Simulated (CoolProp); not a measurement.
n-perfluorohexane along the isotherm 314.6 K: Z from the reference equation and from simpler models built on Tc = 448.0 K, pc = 1.742 MPa, ω = 0.497; each cubic takes its own stable root.

Computed with CoolProp (reference Helmholtz-energy equation of state, Gao 2022).

```csv
p (MPa),phase,reference
0.0726,liquid,0.005766
0.145,liquid,0.01151
0.218,liquid,0.01730
0.29,liquid,0.02301
0.363,liquid,0.02880
0.435,liquid,0.03451
0.508,liquid,0.04029
0.581,liquid,0.04606
0.653,liquid,0.05176
0.726,liquid,0.05753
0.798,liquid,0.06322
0.871,liquid,0.06899
```

### Question
How far does each simpler model (van der Waals, Redlich-Kwong, Soave-Redlich-Kwong, Peng-Robinson) lie from the reference over these 12 states: mean and median of the absolute difference, and the worst?

### Answer
- van der Waals: mean 2856.7 %, median 80.4 %, worst +16740.1 % at 314.6 K and 0.0726 MPa
- Redlich-Kwong: mean 2057.1 %, median 24.3 %, worst +16561.5 % at 314.6 K and 0.0726 MPa
- Soave-Redlich-Kwong: mean 15.3 %, median 15.3 %, worst +15.5 % at 314.6 K and 0.0726 MPa
- Peng-Robinson: mean 2.0 %, median 2.0 %, worst +2.1 % at 314.6 K and 0.0726 MPa

At some of these states van der Waals, Redlich-Kwong gives the other phase, because its saturation line lies elsewhere.
